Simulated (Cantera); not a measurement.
Cantera run, input and output.

```python
import numpy as np
import cantera as ct

gas = ct.Solution("gri30.yaml")
gas.TPX = 625, 100000, {'CH4': 1, 'H2': 0.54, 'O2': 2.06, 'N2': 7.76}
flame = ct.FreeFlame(gas, width=0.04)
flame.set_refine_criteria(ratio=3, slope=0.08, curve=0.16)
flame.transport_model = "mixture-averaged"
flame.solve(loglevel=0, auto=True)
z, T = flame.grid, flame.T
thick = (T[-1] - T[0]) / np.gradient(T, z).max()
show = ['CH4', 'H2', 'O2', 'C2H', 'O', 'CH2O']
print(f"laminar burning velocity  {flame.velocity[0] * 100:.3f} cm/s")
print(f"burnt temperature         {T[-1]:.1f} K")
print(f"thermal thickness         {thick * 1e3:.4f} mm")
print(f"grid points               {len(z)}")
z0 = z[flame.heat_release_rate.argmax()]
print(f"{'z/mm':>9s}{'T/K':>9s}{'u/(m/s)':>9s}" + "".join(f"{s:>11s}" for s in show))
rows = []
for k in (-3, -2, -1.5, -1, -0.5, -0.25, 0, 0.25, 0.5, 1, 2, 4, 8):
    zz = z0 + k * thick
    rows.append([k * thick, np.interp(zz, z, T), np.interp(zz, z, flame.velocity),
                 *(np.interp(zz, z, flame.X[gas.species_index(s)]) for s in show)])
    print(f"{rows[-1][0] * 1e3:9.3f}{rows[-1][1]:9.1f}{rows[-1][2]:9.3f}" + "".join(f"{x:11.3e}" for x in rows[-1][3:]))
```

Output:

```
laminar burning velocity  189.425 cm/s
burnt temperature         2417.1 K
thermal thickness         0.2822 mm
grid points               155
     z/mm      T/K  u/(m/s)        CH4         H2         O2        C2H          O       CH2O
   -0.847    625.1    1.894  8.803e-02  4.750e-02  1.813e-01  6.294e-26  1.170e-11  2.104e-08
   -0.564    625.9    1.897  8.799e-02  4.741e-02  1.813e-01  2.150e-22  1.116e-09  5.325e-07
   -0.423    630.5    1.911  8.777e-02  4.727e-02  1.812e-01  1.160e-19  2.090e-08  5.076e-06
   -0.282    670.5    2.034  8.573e-02  4.697e-02  1.791e-01  3.682e-16  6.145e-07  6.429e-05
   -0.141   1009.9    3.089  6.642e-02  4.656e-02  1.550e-01  2.304e-11  3.538e-05  6.155e-04
   -0.071   1418.5    4.385  3.862e-02  4.590e-02  1.158e-01  9.185e-09  2.455e-04  1.057e-03
    0.000   1810.8    5.656  1.058e-02  4.144e-02  6.620e-02  3.761e-07  1.169e-03  7.685e-04
    0.071   1988.6    6.231  1.115e-03  3.270e-02  3.414e-02  4.613e-07  3.083e-03  1.798e-04
    0.141   2036.6    6.370  6.381e-05  2.730e-02  2.139e-02  5.143e-08  4.412e-03  1.463e-05
    0.282   2078.2    6.469  1.776e-07  2.552e-02  1.500e-02  1.385e-10  4.667e-03  4.746e-08
    0.564   2131.2    6.602  5.521e-11  2.517e-02  1.246e-02  4.038e-14  4.024e-03  3.145e-10
    1.129   2199.0    6.780  2.166e-15  2.359e-02  1.029e-02  9.279e-20  3.064e-03  2.695e-10
    2.258   2273.5    6.974  1.481e-15  2.124e-02  7.878e-03  2.097e-21  2.057e-03  2.406e-10
```

Detailed kinetics in Cantera: GRI-Mech 3.0 (53 species, 325 reactions). Burning velocities carry a grid error of a few per cent, more on coarse grids.
